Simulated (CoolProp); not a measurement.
Nitrogen at 298.15 K and 0.134 MPa flows at 19 m/s in a round tube of 50 mm bore and 45 µm roughness, fully developed (64/Re and Nu = 3.66 if laminar; Colebrook and Gnielinski if turbulent). Each further row changes one setting.

Values from CoolProp's reference Helmholtz-energy equation of state, Span 2000.

```json
[
 {"case": "as stated", "Reynolds number": "80800", "Darcy friction factor": "0.0223", "pressure drop (Pa/m)": "122", "heat-transfer coefficient (W/(m² K))": "95.4", "mass flow (kg/h)": "203"},
 {"case": "velocity 38 m/s", "Reynolds number": "162000", "Darcy friction factor": "0.0209", "pressure drop (Pa/m)": "458", "heat-transfer coefficient (W/(m² K))": "179", "mass flow (kg/h)": "407"},
 {"case": "diameter 100 mm", "Reynolds number": "162000", "Darcy friction factor": "0.0190", "pressure drop (Pa/m)": "51.9", "heat-transfer coefficient (W/(m² K))": "80.5", "mass flow (kg/h)": "814"}
]
```

Viscosity comes from a separate model (Lemmon 2004). Thermal conductivity comes from a separate model (Lemmon 2004).
